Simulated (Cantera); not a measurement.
Charge: 1 mol FeS2, a varied amount of H2S, 0.81 mol CO2, at 1148 K and 13300 Pa.

These are equilibrium values from Cantera (NASA tables, ideal gas, pure condensed phases), not measurements of a reactor. Candidate condensed phases: C, C6H6, C7H8, C8H18, Fe, Fe(CO)5, FeO, Fe(OH)2, Fe(OH)3, FeS, FeSO4, FeS2, Fe2O3, Fe2(SO4)3, Fe3O4, H2O, H2SO4, S; 127 gas species. FeS: taken at fixed stoichiometry. Gases not in the tables: S3 to S7. Rates play no part.

x: gas mole fraction; n: condensed amount in mol.

```csv
n(H2S) (mol),x CO2,x S2,x H2S,x H2O,x CO,x H2,x COS,x SO2,n FeS(s)
0.092,0.499,0.354,0.0244,0.0365,0.0540,0.00334,0.0125,0.0142,1.00
0.16,0.460,0.348,0.0446,0.0550,0.0610,0.00616,0.0140,0.00938,1.00
0.24,0.420,0.339,0.0692,0.0704,0.0682,0.00968,0.0155,0.00617,1.00
0.31,0.390,0.331,___,___,0.0735,___,0.0164,___,1.00
0.38,0.363,0.323,0.111,0.0877,0.0778,0.0159,0.0172,0.00344,1.00
0.45,0.339,0.315,0.131,0.0934,0.0814,0.0190,0.0178,0.00272,1.00
0.52,0.317,0.308,0.150,0.0978,0.0842,0.0220,0.0182,0.00220,1.00
0.59,0.298,0.301,0.167,0.101,0.0865,0.0249,0.0184,0.00182,1.00
0.67,0.278,0.293,0.187,0.104,0.0885,0.0281,0.0186,0.00149,1.00
0.74,0.263,0.287,0.202,0.106,0.0899,0.0308,0.0187,0.00128,1.00
0.81,0.248,0.281,0.217,0.108,0.0910,0.0334,0.0188,___,1.00
0.88,0.236,0.276,0.231,0.109,0.0918,0.0359,0.0187,0.000965,1.00
0.95,0.224,0.270,0.245,0.110,0.0924,0.0384,0.0187,0.000851,1.00
```

What belongs in the gaps?


- 0.31, x H2S: 0.0905
- 0.31, x H2O: 0.0803
- 0.31, x H2: 0.0128
- 0.31, x SO2: 0.00451
- 0.81, x SO2: 0.00110
